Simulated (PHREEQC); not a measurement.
Solution (25 °C): 11 mmol/kgw MgSO4. Closed to the air; pH follows from the charge balance.

The numbers come from PHREEQC with the ion-association model, wateq4f.dat.

Precipitation was switched off in this run.

### Question
Estimate the ionic strength.

### Answer
ionic strength 0.0294 mol/kgw.

### Question
In which forms is S present?

### Answer
SO4-2 67 %, MgSO4 33 % of the S.

Species that the database lacks are ignored.
